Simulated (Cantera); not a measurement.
## Gas-phase reforming

An isothermal, constant-pressure homogeneous reactor starts with CH4 : H2O = 1 : 0.35 (molar parts), at 1973 K and 25000 Pa.

Detailed kinetics in Cantera: GRI-Mech 3.0 (53 species, 325 reactions). GRI-Mech 3.0 stops at C3 and has no aromatics, soot or wall deposition, so with more carbon than oxygen in the feed, carbon stays in small species such as C2H2 where larger ones or solid carbon would form.

```json
[
 {"t (s)": "4.00e-6", "x CH4": "0.738", "x H2O": "0.259", "x O2": "<1e-12", "x H": "2.05e-5", "x HCO": "3.07e-11"},
 {"t (s)": "1.09e-5", "x CH4": "0.734", "x H2O": "0.259", "x O2": "<1e-12", "x H": "2.56e-5", "x HCO": "1.24e-9"},
 {"t (s)": "2.97e-5", "x CH4": "0.719", "x H2O": "0.257", "x O2": "2.81e-11", "x H": "6.24e-5", "x HCO": "4.74e-8"},
 {"t (s)": "8.10e-5", "x CH4": "0.631", "x H2O": "0.248", "x O2": "8.17e-10", "x H": "0.000300", "x HCO": "7.24e-7"},
 {"t (s)": "0.000221", "x CH4": "0.355", "x H2O": "0.207", "x O2": "4.27e-9", "x H": "0.000938", "x HCO": "9.27e-7"},
 {"t (s)": "0.000602", "x CH4": "0.164", "x H2O": "0.171", "x O2": "3.85e-9", "x H": "0.00135", "x HCO": "4.19e-7"},
 {"t (s)": "0.00164", "x CH4": "0.0673", "x H2O": "0.150", "x O2": "2.86e-9", "x H": "0.00170", "x HCO": "2.06e-7"},
 {"t (s)": "0.00447", "x CH4": "0.0262", "x H2O": "0.130", "x O2": "2.49e-9", "x H": "0.00203", "x HCO": "1.03e-7"},
 {"t (s)": "0.0122", "x CH4": "0.0147", "x H2O": "0.0988", "x O2": "1.60e-9", "x H": "0.00221", "x HCO": "6.08e-8"},
 {"t (s)": "0.0332", "x CH4": "0.0105", "x H2O": "0.0548", "x O2": "5.05e-10", "x H": "0.00227", "x HCO": "3.90e-8"},
 {"t (s)": "0.0906", "x CH4": "0.00579", "x H2O": "0.0161", "x O2": "4.50e-11", "x H": "0.00232", "x HCO": "2.90e-8"},
 {"t (s)": "0.247", "x CH4": "0.00196", "x H2O": "0.00102", "x O2": "<1e-12", "x H": "0.00234", "x HCO": "2.87e-8"},
 {"t (s)": "0.673", "x CH4": "0.00101", "x H2O": "9.84e-7", "x O2": "<1e-12", "x H": "0.00235", "x HCO": "2.88e-8"},
 {"t (s)": "1.83", "x CH4": "0.00100", "x H2O": "1.97e-7", "x O2": "<1e-12", "x H": "0.00235", "x HCO": "2.88e-8"},
 {"t (s)": "5.00", "x CH4": "0.00100", "x H2O": "1.97e-7", "x O2": "<1e-12", "x H": "0.00235", "x HCO": "2.88e-8"}
]
```
x: mole fraction; the columns are a selection and need not sum to one.

Equilibrium at this temperature and pressure: CH4 0.00100, H2O 1.98e-7, O2 <1e-12, H 0.00235, HCO 2.88e-8 (gas phase only).
